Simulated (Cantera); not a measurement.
# Si₃N₄ + N₂ (sublimation and decomposition of ceramics)

Input: 1 mol Si₃N₄, 0.28 mol N₂, at 1950 K and 0.195 Torr.

Cantera equilibrium calculation (NASA polynomials, part measured and part estimated; ideal gas, pure solids and liquids). Candidate condensed phases: Si, Si₃N₄; 7 gas species. The tables' values for SiN are old estimates; treat these amounts as uncertain. Equilibrium is a limit: real reactors are often held back by kinetics, nucleation or transport.

```
Property        Value
----------  ---------
x(N₂)           0.906
x(Si)          0.0916
x(Si₂)       0.000839
x(Si₂N)      0.000570
x(SiN)       0.000414
x(Si₃)       0.000184
n(Si(l))     2.76 mol
gas amount  2.514 mol
```
